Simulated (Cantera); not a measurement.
Stirred combustor or abatement burner

A perfectly stirred reactor is fed with CO : H2 : CH4 : O2 : N2 = 1 : 1 : 0.15 : 2.6 : 7 (molar parts), at 760000 Pa; it is adiabatic with a 475 K inlet, and is followed from long to short residence time, starting on the burning branch (τ in s: 0.051, 0.027, 0.014, 0.0076, 0.0041, 0.0022, 0.0011, 0.00061, 0.00033, 0.00017, 9.2e-05, 4.9e-05).

Computed with Cantera and GRI-Mech 3.0 (53 species, 325 reactions).

```tsv
τ (s)	T (K)	x CO	x H2	x CH4	x CO2	x H2O	x C2H2
0.051	2072	0.000341	7.02e-5	3.86e-7	0.107	0.120	1.42e-12
0.027	2071	0.000405	7.76e-5	7.04e-7	0.106	0.120	4.51e-12
0.014	2070	0.000523	9.13e-5	1.28e-6	0.106	0.120	1.37e-11
0.0076	2068	0.000711	0.000113	2.17e-6	0.106	0.120	3.46e-11
0.0041	2065	0.00102	0.000150	3.56e-6	0.106	0.120	7.68e-11
0.0022	2059	0.00151	0.000209	5.65e-6	0.105	0.119	1.47e-10
0.0011	2050	0.00237	0.000315	9.14e-6	0.104	0.119	2.59e-10
0.00061	2038	0.00348	0.000451	1.36e-5	0.103	0.118	3.78e-10
0.00033	2020	0.00520	0.000660	2.05e-5	0.101	0.118	5.26e-10
0.00017	1991	0.00799	0.000992	3.23e-5	0.0982	0.117	7.20e-10
9.2e-5	1953	0.0119	0.00144	5.07e-5	0.0940	0.115	9.54e-10
4.9e-5	1897	0.0180	0.00212	8.53e-5	0.0875	0.114	1.31e-9
```
x: mole fraction; the columns are a selection and need not sum to one.
